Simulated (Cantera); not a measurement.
## Low-pressure radical oxidation in H2/O2

A perfectly stirred reactor is fed with H₂ : O₂ = 0.079 : 1 (molar parts), equivalence ratio 0.040, at 0.00868 atm; it is held at 1098 K, and followed from long to short residence time.

Model: GRI-Mech 3.0 (53 species, 325 reactions), integrated in Cantera. Radical loss at walls, strong at low pressure, is not modelled. The temperature is held fixed by assumption; the heat of reaction is taken as removed at once.

| τ (s) | x H₂ | x O₂ | x H₂O₂ | x OH | x O |
|---|---|---|---|---|---|
| 0.35 | 0.000774 | 0.916 | 1.05e-7 | 0.00157 | 0.00707 |
| 0.21 | 0.00104 | 0.913 | 1.08e-7 | 0.00185 | 0.00940 |
| 0.13 | 0.00137 | 0.910 | 1.11e-7 | 0.00214 | 0.0121 |
| 0.075 | 0.00188 | 0.906 | 1.14e-7 | 0.00252 | 0.0156 |
| 0.044 | 0.00255 | 0.901 | 1.18e-7 | 0.00292 | 0.0192 |
| 0.026 | 0.00346 | 0.896 | 1.25e-7 | 0.00333 | 0.0225 |
| 0.016 | 0.00464 | 0.893 | 1.33e-7 | 0.00374 | 0.0248 |
| 0.0094 | 0.00650 | 0.890 | 1.48e-7 | 0.00420 | 0.0261 |
| 0.0056 | 0.00920 | 0.890 | 1.68e-7 | 0.00467 | 0.0259 |
| 0.0033 | 0.0133 | 0.891 | 1.93e-7 | 0.00510 | 0.0243 |
| 0.0020 | 0.0191 | 0.894 | 2.16e-7 | 0.00538 | 0.0216 |
x: mole fraction; the columns are a selection and need not sum to one.
